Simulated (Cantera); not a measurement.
Thermodynamics of chlorosilane synthesis and conversion, feed SiCl4 + H2 + Cl2

Input: 1 mol SiCl4, 0.42 mol H2, 1.6 mol Cl2, held at 500 K and 100000 Pa.

Equilibrium computed with Cantera from the NASA thermochemical tables; the gas is ideal and each condensed phase is pure. Candidate condensed phases: Si; 19 gas species. Equilibrium is a limit: real reactors are often held back by kinetics, nucleation or transport.

The x(Cl2) is 0.391. The x(SiCl4) comes out as 0.331, the x(HCl) is 0.278 and the gas amount comes out as 3.020 mol. The log10 activity of Si(s) (absent) comes out as -61.92.
